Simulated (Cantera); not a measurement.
Mixture: CH4 : O2 : N2 = 1 : 2.82 : 10.6 (molar parts), equivalence ratio 0.71, at 480 Torr, adiabatic and at constant volume. Ignition delay is the time to a rise of 400 K.

Cantera simulation using GRI-Mech 3.0 (53 species, 325 reactions); the numbers are that mechanism's predictions, not measurements.

Q: Predict: delay at 1225 K; delay at 1325 K; delay at 1425 K; delay at 1525 K; apparent activation energy between 1475 and 1575 K.

A: 
```json
{
  "delay at 1225 K": "37.1 ms",
  "delay at 1325 K": "9.66 ms",
  "delay at 1425 K": "3.00 ms",
  "delay at 1525 K": "1.12 ms",
  "apparent activation energy between 1475 and 1575 K": "170 kJ/mol"
}
```
